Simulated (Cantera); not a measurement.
Pyrogenic steam for wet oxidation

An isothermal, constant-pressure homogeneous reactor starts with H2 : O2 : N2 = 0.96 : 1 : 3 (molar parts), at 1400 K and 0.132 atm.

Detailed kinetics in Cantera: GRI-Mech 3.0 (53 species, 325 reactions). The temperature is held fixed by assumption; the heat of reaction is taken as removed at once.

```json
[
 {"t (s)": "7.00e-5", "x H2": "0.193", "x O2": "0.201", "x H": "0.000239", "x N2O": "7.40e-12", "x H2O2": "2.10e-8"},
 {"t (s)": "0.000365", "x H2": "0.0181", "x O2": "0.115", "x H": "0.0571", "x N2O": "1.82e-8", "x H2O2": "9.46e-7"},
 {"t (s)": "0.00190", "x H2": "0.00456", "x O2": "0.115", "x H": "0.00518", "x N2O": "3.93e-8", "x H2O2": "8.67e-7"},
 {"t (s)": "0.00993", "x H2": "0.000151", "x O2": "0.116", "x H": "2.91e-5", "x N2O": "8.75e-8", "x H2O2": "1.55e-7"},
 {"t (s)": "0.0518", "x H2": "9.08e-6", "x O2": "0.116", "x H": "4.52e-7", "x N2O": "1.01e-7", "x H2O2": "2.18e-8"},
 {"t (s)": "0.270", "x H2": "1.35e-6", "x O2": "0.116", "x H": "2.67e-8", "x N2O": "7.28e-8", "x H2O2": "4.60e-9"},
 {"t (s)": "1.41", "x H2": "7.85e-7", "x O2": "0.116", "x H": "1.19e-8", "x N2O": "1.56e-8", "x H2O2": "2.98e-9"},
 {"t (s)": "7.35", "x H2": "7.83e-7", "x O2": "0.116", "x H": "1.19e-8", "x N2O": "1.06e-8", "x H2O2": "2.98e-9"},
 {"t (s)": "38.3", "x H2": "7.83e-7", "x O2": "0.116", "x H": "1.19e-8", "x N2O": "1.06e-8", "x H2O2": "2.98e-9"},
 {"t (s)": "200", "x H2": "7.83e-7", "x O2": "0.116", "x H": "1.19e-8", "x N2O": "1.06e-8", "x H2O2": "2.98e-9"}
]
```
x: mole fraction; the columns are a selection and need not sum to one.

Equilibrium at this temperature and pressure: H2 7.84e-7, O2 0.116, H 1.19e-8, N2O 1.06e-8, H2O2 2.98e-9 (gas phase only).
